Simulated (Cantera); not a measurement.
**Diamond growth**

A diamond (100) surface in a fixed gas of H2 with x(CH4) = 0.009, x(H) = 0.0012, x(CH3) = 0.0019, 3100 Pa; coverages are run to steady state.

Computed with Cantera and the Harris–Goodwin 1993 mechanism for the reconstructed diamond (100) surface.

```csv
T (K),growth (µm/h),θ c6HH,θ c6H*,θ c6*H,θ c6**,θ c6HM
950,9.39,0.303,0.00641,0.152,0.00213,0.411
1025,12.6,0.355,0.0122,0.233,0.00469,0.281
1100,10.0,0.431,0.0224,0.355,0.00975,0.117
1175,5.77,0.450,0.0330,0.444,0.0158,0.0289
1250,4.57,0.430,0.0415,0.484,0.0214,0.00615
1325,4.33,0.408,0.0489,0.501,0.0272,0.00133
1400,2.76,0.394,0.0557,0.510,0.0335,0.000299
```
θ: site fractions in the mechanism's names (c6HH fully hydrogenated, c6H* and c6*H radical sites, c6** diradical, c6HM methylated).
